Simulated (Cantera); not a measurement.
Charge: 1 mol Si(CH3)4, 0.0048 mol C3H8, 330 mol H2, equilibrated at 2273 K and 33.0 mbar.

Method: chemical equilibrium by Gibbs-energy minimisation in Cantera with the NASA 1993 tables (ideal gas, pure condensed phases). Candidate condensed phases: C, C6H6, C7H8, C8H18, Si, SiC; 87 gas species. Gases not in the tables: Si2H6 and higher silanes. Equilibrium is a limit: real reactors are often held back by kinetics, nucleation or transport.

Base state: H2 0.949, H 0.0450, C2H2 (acetylene) 0.00358, Si 0.00219, SiC2 0.000275, SiH 0.000149, Si2C 0.000121, SiH2 3.89e-5 (mole fractions); condensed: C(graphite).

### Question
What changes in the equilibrium state with this change: Si(CH3)4 replaced by SiCl4?

### Answer
```csv
species,before,after
H2,0.949,0.941
H,0.0450,0.0448
HCl,0,0.0112
C2H2 (acetylene),0.00358,1.40e-5
Si,0.00219,0.00260
Cl,0,0.000387
SiCl,0,5.11e-5
SiCl2,0,2.84e-5
"C(graphite), mol",1.30,0
```
The tables' values for SiCl are old estimates; treat these amounts as uncertain.
